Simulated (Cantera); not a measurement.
A perfectly stirred reactor is fed with C2H4 : O2 : N2 : CO2 = 1 : 7.32 : 27.5 : 2.2 (molar parts), equivalence ratio 0.41, at 100000 Pa; it is adiabatic with a 400 K inlet, and is followed from long to short residence time, starting on the burning branch (τ in s: 0.033, 0.017, 0.0086, 0.0044, 0.0023, 0.0012, 0.0006, 0.00031, 0.00016, 8e-05, 4.1e-05, 2.1e-05, 1.1e-05).

Cantera simulation using GRI-Mech 3.0 (53 species, 325 reactions); the numbers are that mechanism's predictions, not measurements. GRI-Mech 3.0 was tuned for natural gas; its chemistry of ethylene as a main component is partial and can be far from experiment.

Predict: blow-out, bracketed by the residence times tried; x(C2H4) at τ = 33.0 ms; x(O2) at τ = 33.0 ms; x(CO2) at τ = 33.0 ms; x(H2O) at τ = 33.0 ms; x(CH2O) at τ = 33.0 ms; x(C2H4) at τ = 0.600 ms; x(O2) at τ = 0.600 ms; x(CO2) at τ = 0.600 ms.


| Property | Result |
|---|---|
| blow-out, bracketed by the residence times tried | burning at 2.30 ms, out at 1.20 ms |
| x(C2H4) at τ = 33.0 ms | 3.35e-5 |
| x(O2) at τ = 33.0 ms | 0.114 |
| x(CO2) at τ = 33.0 ms | 0.109 |
| x(H2O) at τ = 33.0 ms | 0.0522 |
| x(CH2O) at τ = 33.0 ms | 3.21e-6 |
| x(C2H4) at τ = 0.600 ms | 0.0263 |
| x(O2) at τ = 0.600 ms | 0.193 |
| x(CO2) at τ = 0.600 ms | 0.0579 |
